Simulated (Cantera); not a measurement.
Input (Python, Cantera):

```python
import numpy as np
import cantera as ct

gas = ct.Solution("SiF4_NH3_mec.yaml", "gas")
gas.TPX = 2225, 2600, {'NH3': 1, 'N2': 0.7}
reactor = ct.IdealGasConstPressureReactor(gas, energy="off", clone=False)
net = ct.ReactorNet([reactor])
net.rtol, net.atol = 1e-08, 1e-18
show = ['NH3', 'H', 'N2', 'H2', 'NH2']
times = np.geomspace(0.0001, 1, 12)

steps = ct.SolutionArray(gas, extra=["t"])
rows = []
print(f"{'t/s':>10s}{'T/K':>9s}{'P/Pa':>11s}" + "".join(f"{s:>11s}" for s in show))
for t in times:
    while net.time < t:
        t_next = net.step()
        steps.append(gas.state, t=t_next)
    rows.append([np.interp(t, steps.t, y) for y in (steps.T, steps.P, *steps(*show).X.T)])
    print(f"{t:10.3e}{rows[-1][0]:9.1f}{rows[-1][1]:11.4g}" + "".join(f"{x:11.3e}" for x in rows[-1][2:]))
rate = np.gradient(steps.T, steps.t)
print("integrator steps:", len(steps.t))
if steps.T.max() > steps.T[0] + 200:
    print(f"time of steepest temperature rise: {steps.t[rate.argmax()]:.4e} s")
gas.TPX = 2225, 2600, {'NH3': 1, 'N2': 0.7}
gas.equilibrate("TP")
print(f"equilibrium (TP): T = {gas.T:.1f} K  " + "  ".join(f"{s} {gas[s].X[0]:.3e}" for s in show))
```

It prints:

```
       t/s      T/K       P/Pa        NH3          H         N2         H2        NH2
 1.000e-04   2225.0       2600  5.879e-01  2.803e-06  4.117e-01  1.437e-04  2.885e-04
 2.310e-04   2225.0       2600  5.874e-01  3.006e-06  4.116e-01  3.411e-04  6.647e-04
 5.337e-04   2225.0       2600  5.861e-01  4.369e-06  4.115e-01  8.825e-04  1.490e-03
 1.233e-03   2225.0       2600  5.828e-01  1.138e-05  4.112e-01  3.056e-03  2.863e-03
 2.848e-03   2225.0       2600  5.731e-01  3.184e-05  4.115e-01  1.165e-02  3.506e-03
 6.579e-03   2225.0       2600  5.504e-01  7.118e-05  4.129e-01  3.327e-02  3.220e-03
 1.520e-02   2225.0       2600  5.020e-01  1.485e-04  4.157e-01  7.927e-02  2.768e-03
 3.511e-02   2225.0       2600  4.093e-01  2.990e-04  4.209e-01  1.671e-01  2.225e-03
 8.111e-02   2225.0       2600  2.661e-01  5.815e-04  4.290e-01  3.026e-01  1.574e-03
 1.874e-01   2225.0       2600  1.130e-01  1.086e-03  4.377e-01  4.474e-01  8.497e-04
 4.329e-01   2225.0       2600  2.065e-02  2.189e-03  4.427e-01  5.341e-01  2.630e-04
 1.000e+00   2225.0       2600  1.629e-04  1.000e-02  4.422e-01  5.476e-01  9.259e-06
integrator steps: 1304
equilibrium (TP): T = 2225.0 K  NH3 9.615e-08  H 2.951e-02  N2 4.379e-01  H2 5.326e-01  NH2 1.659e-08
```

Detailed kinetics in Cantera: the gas-phase N/H chemistry of the illustrative SiF4/NH3 mechanism in the Surface Chemkin manual (1991). Walls and surfaces, which speed up NH3 decomposition in real reactors, are not modelled.
